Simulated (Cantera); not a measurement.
Charge: 1 mol TEOS, 8.3 mol H₂O, 6.4 mol H₂, at 0.0470 bar.

These are equilibrium values from Cantera (NASA tables, ideal gas, pure condensed phases), not measurements of a reactor. Candidate condensed phases: C, C₆H₆, C₇H₈, C₈H₁₈, H₂O, Si, SiC, SiO₂; 123 gas species. The feed counts by its element totals alone. The tables hold silica as quartz up to 1696 K and as liquid above; real silica turns to tridymite and cristobalite and melts near 1996 K. Kinetics and transport are ignored.

x: gas mole fraction; n: condensed amount in mol.

```csv
T (K),x H₂,x CO,x H₂O,x CO₂,x CH₄,x H,n C(graphite),n SiO₂(α-quartz),n SiO₂(β-quartz),n SiO₂(condensed)
725,0.598,0.0357,0.193,0.0867,0.0863,<1e-12,2.65,1.00,0,0
825,0.698,0.160,0.0664,0.0545,0.0207,[?],0.773,1.00,0,0
925,0.710,0.217,0.0444,0.0274,0.00130,[?],0,0,1.00,0
1025,0.705,0.224,0.0499,0.0205,6.79e-5,[?],0,0,1.00,0
1125,0.701,0.229,0.0543,0.0161,5.95e-6,[?],0,0,1.00,0
1225,0.698,0.232,0.0574,0.0130,7.83e-7,[?],0,0,1.00,0
1325,0.696,0.234,0.0596,0.0107,1.41e-7,[?],0,0,1.00,0
1425,0.694,0.236,0.0612,0.00913,3.25e-8,[?],0,0,1.000,0
1525,0.693,0.237,0.0624,0.00792,9.14e-9,[?],0,0,1.000,0
1625,0.692,0.238,0.0633,0.00700,3.02e-9,[?],0,0,1.000,0
1725,0.691,0.238,0.0641,0.00629,1.14e-9,[?],0,0,0,0.996
1825,0.688,0.238,0.0652,0.00577,4.70e-10,[?],0,0,0,0.974
```

**Question.** Fill in the missing entries.

**Answer.** 
- 825, x H: 3.06e-11
- 925, x H: 1.01e-9
- 1025, x H: 1.69e-8
- 1125, x H: 1.72e-7
- 1225, x H: 1.20e-6
- 1325, x H: 6.29e-6
- 1425, x H: 2.62e-5
- 1525, x H: 9.08e-5
- 1625, x H: 0.000271
- 1725, x H: 0.000712
- 1825, x H: 0.00169
